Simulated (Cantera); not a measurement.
What does this Cantera script print?

```python
import numpy as np
import cantera as ct

gas = ct.Solution("h2o2.yaml")
gas.TPX = 1423, 1333, {'H2': 0.007, 'O2': 1}
reactor = ct.IdealGasConstPressureReactor(gas, energy="off", clone=False)
net = ct.ReactorNet([reactor])
net.rtol, net.atol = 1e-08, 1e-18
show = ['H2', 'O2', 'H2O', 'H2O2', 'O', 'HO2']
times = np.geomspace(0.0009, 2, 10)

steps = ct.SolutionArray(gas, extra=["t"])
rows = []
print(f"{'t/s':>10s}{'T/K':>9s}{'P/Pa':>11s}" + "".join(f"{s:>11s}" for s in show))
for t in times:
    while net.time < t:
        t_next = net.step()
        steps.append(gas.state, t=t_next)
    rows.append([np.interp(t, steps.t, y) for y in (steps.T, steps.P, *steps(*show).X.T)])
    print(f"{t:10.3e}{rows[-1][0]:9.1f}{rows[-1][1]:11.4g}" + "".join(f"{x:11.3e}" for x in rows[-1][2:]))
rate = np.gradient(steps.T, steps.t)
print("integrator steps:", len(steps.t))
if steps.T.max() > steps.T[0] + 200:
    print(f"time of steepest temperature rise: {steps.t[rate.argmax()]:.4e} s")
gas.TPX = 1423, 1333, {'H2': 0.007, 'O2': 1}
gas.equilibrate("TP")
print(f"equilibrium (TP): T = {gas.T:.1f} K  " + "  ".join(f"{s} {gas[s].X[0]:.3e}" for s in show))
```

Result:

```
       t/s      T/K       P/Pa         H2         O2        H2O       H2O2          O        HO2
 9.000e-04   1423.0       1333  6.950e-03  9.930e-01  5.037e-07  1.964e-10  6.576e-07  1.977e-07
 2.119e-03   1423.0       1333  6.932e-03  9.930e-01  1.348e-05  7.754e-10  1.311e-05  4.597e-07
 4.989e-03   1423.0       1333  2.461e-03  9.888e-01  3.504e-03  1.467e-08  3.310e-03  4.345e-07
 1.174e-02   1423.0       1333  1.947e-05  9.863e-01  6.377e-03  6.012e-09  6.156e-03  2.616e-07
 2.765e-02   1423.0       1333  1.858e-05  9.865e-01  6.388e-03  5.931e-09  6.019e-03  2.578e-07
 6.510e-02   1423.0       1333  1.767e-05  9.868e-01  6.407e-03  5.820e-09  5.709e-03  2.509e-07
 1.533e-01   1423.0       1333  1.577e-05  9.875e-01  6.447e-03  5.570e-09  5.065e-03  2.357e-07
 3.608e-01   1423.0       1333  1.232e-05  9.887e-01  6.521e-03  5.033e-09  3.917e-03  2.055e-07
 8.495e-01   1423.0       1333  7.570e-06  9.903e-01  6.634e-03  4.033e-09  2.371e-03  1.552e-07
 2.000e+00   1423.0       1333  3.328e-06  9.918e-01  6.759e-03  2.608e-09  1.025e-03  9.439e-08
integrator steps: 889
equilibrium (TP): T = 1423.0 K  H2 3.889e-08  O2 9.930e-01  H2O 6.953e-03  H2O2 1.039e-10  O 1.170e-05  HO2 3.125e-08
```

Computed with Cantera and the H2/O2 subset of GRI-Mech 3.0, which has no nitrogen chemistry. Radical loss at walls, strong at low pressure, is not modelled.
